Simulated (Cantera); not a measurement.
# Stirred combustor or abatement burner

A perfectly stirred reactor is fed with 38.1 % H₂, 11.9 % O₂, 44.6 % N₂, 5.34 % H₂O, equivalence ratio 1.6, at 10500 Torr; it is adiabatic with a 375 K inlet, and is followed from long to short residence time, starting on the burning branch (τ in s: 0.23, 0.12, 0.061, 0.031, 0.016, 0.0082, 0.0042, 0.0022, 0.0011, 0.00058, 0.0003, 0.00015, 7.9e-05).

Cantera simulation using the H2/O2 subset of GRI-Mech 3.0, which has no nitrogen chemistry; the numbers are that mechanism's predictions, not measurements. The hydrogen kinetics of GRI-Mech 3.0 are dated; newer H2 mechanisms differ, most at raised pressure. The pressure lies above the range GRI-Mech 3.0 was tuned for (to about 10 atm).

```tsv
τ (s)	T (K)	x H₂	x O₂	x H₂O	x OH	x H
0.23	2158	0.163	4.22e-6	0.330	0.000134	0.000506
0.12	2158	0.163	7.58e-6	0.330	0.000140	0.000527
0.061	2158	0.163	1.37e-5	0.330	0.000150	0.000567
0.031	2157	0.163	2.40e-5	0.330	0.000169	0.000637
0.016	2156	0.162	3.95e-5	0.330	0.000199	0.000752
0.0082	2155	0.162	6.26e-5	0.330	0.000247	0.000934
0.0042	2152	0.162	9.57e-5	0.330	0.000318	0.00121
0.0022	2149	0.162	0.000141	0.330	0.000415	0.00158
0.0011	2144	0.162	0.000212	0.329	0.000559	0.00215
0.00058	2138	0.162	0.000308	0.329	0.000736	0.00286
0.00030	2129	0.162	0.000454	0.328	0.000973	0.00383
0.00015	2116	0.162	0.000685	0.327	0.00129	0.00519
7.9e-5	2100	0.161	0.00101	0.325	0.00166	0.00684
```
x: mole fraction; the columns are a selection and need not sum to one.
